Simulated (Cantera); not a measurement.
Charge: 1 mol Si, 0.57 mol HCl, 3.2 mol H2, held at 105 Torr.

Cantera equilibrium calculation (NASA polynomials, part measured and part estimated; ideal gas, pure solids and liquids). Candidate condensed phases: Si; 19 gas species. Equilibrium is a limit: real reactors are often held back by kinetics, nucleation or transport.

What share of the Si ends up in condensed phases as a function of T (K), at 673, 773, 873, 973, 1073, 1173, 1273, 1373, 1473?


| T (K) | Si condensed (%) | as |
|---|---|---|
| 673 | 84.3 | Si(s) |
| 773 | 84.4 | Si(s) |
| 873 | 84.7 | Si(s) |
| 973 | 85.4 | Si(s) |
| 1073 | 86.4 | Si(s) |
| 1173 | 87.7 | Si(s) |
| 1273 | 88.5 | Si(s) |
| 1373 | 88.7 | Si(s) |
| 1473 | 88.5 | Si(s) |
